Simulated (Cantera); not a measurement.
## Transport properties of process gases

Gas mixture: 100 % O2, at 760 Torr, frozen composition.

Cantera's kinetic-theory transport with the Lennard-Jones parameters of GRI-Mech 3.0, ideal gas; thermal conductivity in the mixture-averaged form.

| T (K) | ρ (kg/m³) | cp (J/kg/K) | μ (µPa s) | λ (mW/m/K) | Pr | D (cm²/s) CH3 | D (cm²/s) H | D (cm²/s) N2 |
|---|---|---|---|---|---|---|---|---|
| 400 | 0.975 | 941.4 | 25.6 | 33.9 | 0.713 | 0.379 | 2.12 | 0.345 |
| 600 | 0.650 | 1003 | 34.1 | 48.2 | 0.709 | 0.764 | 4.29 | 0.691 |
| 800 | 0.487 | 1055 | 41.4 | 61.4 | 0.710 | 1.24 | 6.99 | 1.12 |
| 1000 | 0.390 | 1090 | 47.9 | 73.6 | 0.710 | 1.81 | 10.2 | 1.63 |
| 1200 | 0.325 | 1114 | 54.0 | 84.9 | 0.708 | 2.46 | 13.8 | 2.21 |
| 1400 | 0.279 | 1134 | 59.7 | 95.7 | 0.707 | 3.18 | 17.8 | 2.85 |
D: mixture-averaged diffusion coefficient of that species in the mixture.
